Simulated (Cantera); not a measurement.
Charge: 1 mol SiCl4, 0.036 mol HCl, 760 mol H2, equilibrated at 503 Torr.

Cantera equilibrium calculation (NASA polynomials, part measured and part estimated; ideal gas, pure solids and liquids). Candidate condensed phases: Si; 19 gas species. The tables' values for SiCl are old estimates; treat these amounts as uncertain. Gases not in the tables: Si2H6 and higher silanes. Equilibrium is a limit: real reactors are often held back by kinetics, nucleation or transport. All values below are at 2523 K.

Base state: H2 0.960, H 0.0333, HCl 0.00505, Si 0.000948, SiH 0.000194, Cl 0.000124, SiH2 0.000120, SiCl 1.60e-5 (mole fractions); condensed: gas only.

Q: What changes in the equilibrium state with this change: pressure from 503 Torr to 10.0 Torr?

A: 
```
species    before     after
-------  --------  --------
H2          0.960     0.781
H          0.0333     0.213
HCl       0.00505   0.00396
Si       0.000948   0.00114
SiH2     0.000120   2.33e-6
SiCl      1.60e-5   2.36e-6
SiH      0.000194   2.96e-5
Cl       0.000124  0.000761
```
